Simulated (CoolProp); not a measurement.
Aqueous potassium carbonate as a coolant, 24 % by mass, freezing at -11.9 °C, 1 atm.

Computed with CoolProp (Melinder's fits for secondary coolants).

```
T (°C)  Prandtl number  density (kg/m³)  viscosity (mPa s)  cp (kJ/(kg K))
------  --------------  ---------------  -----------------  --------------
-5.3              22.2              [?]                [?]           3.122
3.7               16.7              [?]               2.91           3.135
12.7              13.0              [?]               2.33           3.148
21.8               [?]             1232               1.91             [?]
30.8              8.54             1227               1.60             [?]
39.9               [?]             1222               1.34           3.188
```

What belongs in the gaps?


- -5.3, density (kg/m³): 1243
- -5.3, viscosity (mPa s): 3.79
- 3.7, density (kg/m³): 1240
- 12.7, density (kg/m³): 1236
- 21.8, Prandtl number: 10.4
- 21.8, cp (kJ/(kg K)): 3.162
- 30.8, cp (kJ/(kg K)): 3.175
- 39.9, Prandtl number: 7.04
